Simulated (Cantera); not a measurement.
An adiabatic, constant-volume homogeneous reactor starts with 15.6 % CH4, 0.781 % H2, 17.5 % O2, 66.1 % N2, at 1350 K and 1.40 bar.

Computed with Cantera and GRI-Mech 3.0 (53 species, 325 reactions).

One state of this run: T (K) = 2766; P (bar) = 3.30; x CH4 = 2.12e-11; x H2 = 0.126; x O2 = 0.000145; x HCO = 5.45e-7; x C2H2 = <1e-12. x: mole fraction; the columns are a selection and need not sum to one.

### Question
Which value of t (s) does it belong to?
(A) 0.00169
(B) 0.477
(C) 0.000258
(D) 0.000101

### Answer
B, 0.477
